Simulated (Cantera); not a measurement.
# Diamond growth

A diamond (100) surface in a fixed gas of H2 with x(CH4) = 0.005, x(H) = 0.00027, x(CH3) = 1.2e-05, at 1350 K; coverages are run to steady state.

Cantera simulation using the Harris–Goodwin 1993 mechanism for the reconstructed diamond (100) surface; the numbers are that mechanism's predictions, not measurements.

```tsv
P (Pa)	growth (µm/h)	θ c6HH	θ c6H*	θ c6*H	θ c6**
1100	0.000638	0.536	0.0416	0.410	0.0118
1600	0.00128	0.537	0.0416	0.410	0.0118
2500	0.00289	0.537	0.0415	0.409	0.0118
3900	0.00626	0.537	0.0415	0.409	0.0118
6000	0.0128	0.538	0.0415	0.409	0.0118
9200	0.0250	0.538	0.0415	0.409	0.0118
14000	0.0467	0.538	0.0415	0.409	0.0118
22000	0.0884	0.538	0.0415	0.409	0.0118
```
θ: site fractions in the mechanism's names (c6HH fully hydrogenated, c6H* and c6*H radical sites, c6** diradical, c6HM methylated).
